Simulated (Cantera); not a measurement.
NO annealing gas

An isothermal, constant-pressure homogeneous reactor starts with NO : N₂ = 1 : 0.21 (molar parts), at 1650 K and 5200 Pa.

Model: GRI-Mech 3.0 (53 species, 325 reactions), integrated in Cantera.

| t (s) | x NO | x O | x N₂O | x N₂ | x NO₂ |
|---|---|---|---|---|---|
| 7.00e-5 | 0.826 | 1.31e-7 | 1.33e-7 | 0.174 | 1.71e-9 |
| 0.000365 | 0.826 | 6.49e-7 | 6.91e-7 | 0.174 | 4.42e-8 |
| 0.00190 | 0.826 | 2.64e-6 | 3.59e-6 | 0.174 | 9.97e-7 |
| 0.00993 | 0.826 | 5.80e-6 | 1.81e-5 | 0.174 | 1.29e-5 |
| 0.0518 | 0.826 | 9.10e-6 | 8.08e-5 | 0.174 | 6.12e-5 |
| 0.270 | 0.825 | 1.21e-5 | 0.000211 | 0.174 | 9.32e-5 |
| 1.41 | 0.821 | 1.38e-5 | 0.000235 | 0.176 | 0.000112 |
| 7.35 | 0.798 | 1.88e-5 | 0.000218 | 0.188 | 0.000174 |
| 38.3 | 0.693 | 3.26e-5 | 0.000157 | 0.240 | 0.000306 |
| 200 | 0.385 | 5.50e-5 | 4.48e-5 | 0.394 | 0.000313 |
x: mole fraction; the columns are a selection and need not sum to one.

Equilibrium at this temperature and pressure: NO 0.00289, O 7.33e-5, N₂O 3.35e-8, N₂ 0.585, NO₂ 3.26e-6 (gas phase only).
